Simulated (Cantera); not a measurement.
Feed: 1 mol Al(CH3)3, 180 mol NH3, 24 mol H2, equilibrated at 1.60 mbar.

Equilibrium computed with Cantera from the NASA thermochemical tables; the gas is ideal and each condensed phase is pure. Candidate condensed phases: Al, AlN, C, C6H6, C7H8, C8H18; 97 gas species. The feed counts by its element totals alone. Equilibrium is a limit: real reactors are often held back by kinetics, nucleation or transport.

log p: log10 of the partial pressure in bar; n: condensed amount in mol.

```json
[
 {"T (K)": "600", "log p H2": "-2.92", "log p N2": "-3.43", "log p CH4": "-4.90", "log p HCN": "___", "log p H": "<-14", "n AlN(s)": "1.00", "n C(graphite)": "0"},
 {"T (K)": "675", "log p H2": "-2.92", "log p N2": "-3.43", "log p CH4": "-4.90", "log p HCN": "___", "log p H": "<-14", "n AlN(s)": "1.00", "n C(graphite)": "0"},
 {"T (K)": "750", "log p H2": "-2.91", "log p N2": "-3.43", "log p CH4": "-5.32", "log p HCN": "___", "log p H": "-13.96", "n AlN(s)": "1.00", "n C(graphite)": "1.84"},
 {"T (K)": "825", "log p H2": "-2.91", "log p N2": "-3.43", "log p CH4": "-5.86", "log p HCN": "___", "log p H": "-12.56", "n AlN(s)": "1.00", "n C(graphite)": "2.67"},
 {"T (K)": "900", "log p H2": "-2.91", "log p N2": "-3.43", "log p CH4": "-6.33", "log p HCN": "___", "log p H": "-11.39", "n AlN(s)": "1.00", "n C(graphite)": "2.89"},
 {"T (K)": "975", "log p H2": "-2.91", "log p N2": "-3.43", "log p CH4": "-6.72", "log p HCN": "___", "log p H": "-10.40", "n AlN(s)": "1.00", "n C(graphite)": "2.95"},
 {"T (K)": "1050", "log p H2": "-2.91", "log p N2": "-3.43", "log p CH4": "-7.06", "log p HCN": "___", "log p H": "-9.55", "n AlN(s)": "1.00", "n C(graphite)": "2.98"},
 {"T (K)": "1125", "log p H2": "-2.91", "log p N2": "-3.43", "log p CH4": "-7.36", "log p HCN": "___", "log p H": "-8.81", "n AlN(s)": "1.00", "n C(graphite)": "2.98"},
 {"T (K)": "1200", "log p H2": "-2.91", "log p N2": "-3.43", "log p CH4": "-7.62", "log p HCN": "___", "log p H": "-8.16", "n AlN(s)": "1.00", "n C(graphite)": "2.98"},
 {"T (K)": "1275", "log p H2": "-2.91", "log p N2": "-3.43", "log p CH4": "-7.85", "log p HCN": "___", "log p H": "-7.59", "n AlN(s)": "1.00", "n C(graphite)": "2.97"},
 {"T (K)": "1350", "log p H2": "-2.91", "log p N2": "-3.43", "log p CH4": "-8.06", "log p HCN": "___", "log p H": "-7.08", "n AlN(s)": "1.000", "n C(graphite)": "2.94"},
 {"T (K)": "1425", "log p H2": "-2.91", "log p N2": "-3.43", "log p CH4": "-8.24", "log p HCN": "___", "log p H": "-6.62", "n AlN(s)": "1.000", "n C(graphite)": "2.90"},
 {"T (K)": "1500", "log p H2": "-2.91", "log p N2": "-3.43", "log p CH4": "-8.41", "log p HCN": "___", "log p H": "-6.21", "n AlN(s)": "0.999", "n C(graphite)": "2.82"}
]
```

Q: Fill in the missing entries.

A: 
- 600, log p HCN: -14.17
- 675, log p HCN: -12.06
- 750, log p HCN: -10.78
- 825, log p HCN: -9.93
- 900, log p HCN: -9.23
- 975, log p HCN: -8.63
- 1050, log p HCN: -8.13
- 1125, log p HCN: -7.68
- 1200, log p HCN: -7.30
- 1275, log p HCN: -6.96
- 1350, log p HCN: -6.66
- 1425, log p HCN: -6.39
- 1500, log p HCN: -6.15
